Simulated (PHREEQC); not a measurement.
0.53 g of hydrous ferric oxide (600 m²/g; 0.2 weak and 0.005 strong sites per Fe, Dzombak-Morel constants, diffuse double layer) in 1 kg of water with 0.3 mol/kgw of an inert sodium salt and 1.3e-06 mol/kgw MgCl2, 8.7e-06 mol/kgw ZnSO4 and 2.1e-06 mol/kgw NiCl2, at 25 °C; the pH is set by adding NaOH or the inert anion's acid. Oxygen alone is held at its pressure in air (log pO2 = -0.68). The system is closed to CO2. Nothing may precipitate in this run.

The series has 13 steps of pH, from 4 to 10.

Model: ion-association model, wateq4f.dat, run in PHREEQC.

Task: Near which pH is half of the Mg sorbed, and on which side is more sorbed?

Result: Near pH 8.1, with more sorbed at higher pH.

Task: Near which pH is half of the S sorbed, and on which side is more sorbed?

Result: Near pH 5.8, with more sorbed at lower pH.

Task: Near which pH is half of the Zn sorbed, and on which side is more sorbed?

Result: Near pH 5.9, with more sorbed at higher pH.

Species that the database lacks are ignored.
